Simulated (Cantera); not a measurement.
An adiabatic, constant-volume homogeneous reactor starts with CH4 : O2 : N2 = 1 : 1.67 : 6.5 (molar parts), equivalence ratio 1.2, at 1623 K and 10.0 bar.

Cantera simulation using GRI-Mech 3.0 (53 species, 325 reactions); the numbers are that mechanism's predictions, not measurements. Above 3000 K some thermodynamic fits are extrapolated.

One state of this run: T (K) = 3170; P (bar) = 20.8; x CH4 = 2.37e-12; x O2 = 0.00636; x C2H6 = <1e-12; x NO2 = 3.80e-6; x HCO = 8.94e-7; x O = 0.00346; x N2O = 2.22e-6. x: mole fraction; the columns are a selection and need not sum to one.

Q: Which value of t (s) does it belong to?
A. 1.47e-5
B. 7.24e-5
C. 5.00
D. 3.00e-6

A: C, 5.00
